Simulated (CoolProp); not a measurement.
Vapour-liquid equilibrium of carbon dioxide (1) + R134a (2) at 0.599 MPa; x and y are mole fractions of (1).

Computed with CoolProp (multi-fluid Helmholtz-energy mixture model, Span 1996 and Tillner-Roth 1994; pair parameters Bell 2016).

### Question
Give the bubble temperature and the first vapour's composition at x = 0.35, 0.5, 0.875. Is there an azeotrope?

### Answer
x = 0.35: 246.9 K, y = 0.877; x = 0.5: 236.9 K, y = 0.940; x = 0.875: 223.2 K, y = 0.991. No azeotrope shows between x = 0.05 and 0.95.

Pair parameters are fitted to limited data, so mixtures are less certain than the pure fluids.
